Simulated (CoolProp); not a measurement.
Vapour-liquid equilibrium of R114 (1) + n-hexane (2) at 257 kPa; x and y are mole fractions of (1).

Values from CoolProp's multi-fluid Helmholtz-energy mixture model, Platzer 1990 and Thol 2019; pair parameters Bell 2016. This equation is an older, rougher fit; its heat capacities, sound speeds and derivatives of the liquid may be far off and weren't checked against measurements.

```csv
x,"bubble temperature, mixture model (K)","bubble temperature, Raoult's law (K)","y, mixture model","y, Raoult's law"
0.05,363.3,366.3,(withheld),0.240
0.2,(withheld),347.0,0.674,0.630
0.35,327.5,333.8,0.814,0.802
0.5,(withheld),324.1,(withheld),0.891
0.65,(withheld),316.5,(withheld),0.942
0.8,(withheld),310.5,(withheld),0.974
0.95,305.3,305.4,0.989,0.995
```

Problem. Some entries are withheld; supply them.

Solution. 
- 0.05, y, mixture model: 0.278
- 0.2, bubble temperature, mixture model (K): 340.2
- 0.5, bubble temperature, mixture model (K): 319.7
- 0.5, y, mixture model: 0.882
- 0.65, bubble temperature, mixture model (K): 314.1
- 0.65, y, mixture model: 0.924
- 0.8, bubble temperature, mixture model (K): 309.5
- 0.8, y, mixture model: 0.958

The largest gap from Raoult's law is -6.8 K in bubble temperature, at x = 0.2. No azeotrope shows between x = 0.05 and 0.95.

Pair parameters are fitted to limited data, so mixtures are less certain than the pure fluids.
